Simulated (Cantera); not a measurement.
Feed: 1 mol C₃H₈, 1.4 mol H₂, held at 24.0 Pa.

These are equilibrium values from Cantera (NASA tables, ideal gas, pure condensed phases), not measurements of a reactor. Candidate condensed phases: C, C₆H₆, C₇H₈, C₈H₁₈; 86 gas species. Ions and electrons are included (thermal ionisation). Rates play no part.

Question: Which condensed phases are stable at each of these points (T (K)): 2000, 2250, 2500, 2750, 3000, 3250, 3500, 3750, 4000, 4250, 4500, 4750, 5000?

Answer: 
| T (K) | condensed phases | C condensed (%) |
|---|---|---|
| 2000 | C(graphite) | 99.7 |
| 2250 | C(graphite) | 99.0 |
| 2500 | C(graphite) | 96.0 |
| 2750 | C(graphite) | 4.3 |
| 3000 | gas only | 0.0 |
| 3250 | gas only | 0.0 |
| 3500 | gas only | 0.0 |
| 3750 | gas only | 0.0 |
| 4000 | gas only | 0.0 |
| 4250 | gas only | 0.0 |
| 4500 | gas only | 0.0 |
| 4750 | gas only | 0.0 |
| 5000 | gas only | 0.0 |

From 2000 K to 2750 K the condensed part is C(graphite). From 3000 K to 5000 K nothing is condensed.
